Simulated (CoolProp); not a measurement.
Hexamethyldisiloxane (MM) along the isotherm 554.6 K: Z from the reference equation and from simpler models built on Tc = 518.7 K, pc = 19.31 bar, ω = 0.418; each cubic takes its own stable root.

Model: reference Helmholtz-energy equation of state, Thol 2016, in CoolProp.

| p (bar) | phase | reference |
|---|---|---|
| 0.153 | gas | 0.9978 |
| 0.347 | gas | 0.9949 |
| 0.791 | gas | 0.9884 |
| 1.8 | gas | 0.9733 |
| 4.1 | gas | 0.9380 |
| 9.32 | gas | 0.8524 |
| 21.2 | supercritical | 0.6214 |
| 48.3 | supercritical | 0.4100 |

Q: How far does each simpler model (van der Waals, Redlich-Kwong, Soave-Redlich-Kwong, Peng-Robinson) lie from the reference over these 8 states: mean and median of the absolute difference, and the worst?

A: 
- van der Waals: mean 4.1 %, median 0.5 %, worst +26.1 % at 554.6 K and 48.3 bar
- Redlich-Kwong: mean 1.5 %, median 0.0 %, worst +8.0 % at 554.6 K and 48.3 bar
- Soave-Redlich-Kwong: mean 2.4 %, median 0.3 %, worst +14.7 % at 554.6 K and 48.3 bar
- Peng-Robinson: mean 1.0 %, median 0.3 %, worst +4.8 % at 554.6 K and 48.3 bar
